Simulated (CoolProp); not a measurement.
Properties of hydrogen sulfide at several states.

Values from CoolProp's reference Helmholtz-energy equation of state, Lemmon 2006. It is a short technical equation, of lower accuracy than the large ones.

| T (K) | p (MPa) | phase | density (kg/m³) | speed of sound (m/s) | Joule-Thomson coefficient (K/MPa) | viscosity (µPa s) |
|---|---|---|---|---|---|---|
| 289.3 | 0.823 | gas | (withheld) | 292.5 | 18.85 | 11.4 |
| 333 | 35.1 | liquid | 779.9 | (withheld) | (withheld) | (withheld) |
| 635.6 | 0.33 | gas | 2.132 | (withheld) | (withheld) | 25.2 |

Problem. Fill in the missing entries.

Solution. 
- 289.3, density (kg/m³): 12.58
- 333, speed of sound (m/s): 946.0
- 333, Joule-Thomson coefficient (K/MPa): -0.1293
- 333, viscosity (µPa s): 124
- 635.6, speed of sound (m/s): 442.7
- 635.6, Joule-Thomson coefficient (K/MPa): 3.267

Viscosity comes from a separate model (Quiñones-Cisneros 2012).
